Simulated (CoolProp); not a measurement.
Properties of R124 at several states.

The numbers come from the reference Helmholtz-energy equation of state, de Vries 1995 in CoolProp.

```csv
T (K),p (kPa),phase,Z,Joule-Thomson coefficient (K/MPa)
275.8,113,gas,[?],30.88
328.1,101,gas,0.9814,[?]
235.9,84.7,liquid,[?],[?]
```

Task: Fill in the missing entries.

Result: 
- 275.8, Z: 0.9609
- 328.1, Joule-Thomson coefficient (K/MPa): 16.60
- 235.9, Z: 0.003810
- 235.9, Joule-Thomson coefficient (K/MPa): -0.3609
